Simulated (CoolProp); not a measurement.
Vapour-liquid equilibrium of CHF3 (R23) (1) + CH2F2 (R32) (2) at 0.731 MPa; x and y are mole fractions of (1).

Model: multi-fluid Helmholtz-energy mixture model, Penoncello 2003 and Tillner-Roth 1997; pair parameters Bell 2016, in CoolProp.

| x | bubble temperature (°C) | y at the bubble point | dew temperature at overall composition x (°C) | liquid density (mol/L) |
|---|---|---|---|---|
| 0.05 | -6.1 | 0.123 | -4.4 | 20.44 |
| 0.15 | -11.4 | 0.327 | -6.8 | 20.28 |
| 0.25 | -16.1 | 0.486 | -9.3 | 20.10 |
| 0.35 | -20.3 | 0.610 | -12.1 | 19.88 |
| 0.45 | -24.1 | 0.707 | -15.0 | 19.65 |
| 0.55 | -27.4 | 0.785 | -18.2 | 19.39 |
| 0.65 | -30.4 | 0.848 | -21.8 | 19.12 |
| 0.75 | -33.2 | 0.900 | -25.9 | 18.83 |
| 0.85 | -35.7 | 0.944 | -30.5 | 18.53 |
| 0.95 | -38.0 | 0.983 | -36.0 | 18.23 |

No azeotrope shows between x = 0.05 and 0.95.

The pair parameters rest on a limited set of measurements; away from them the model extrapolates.
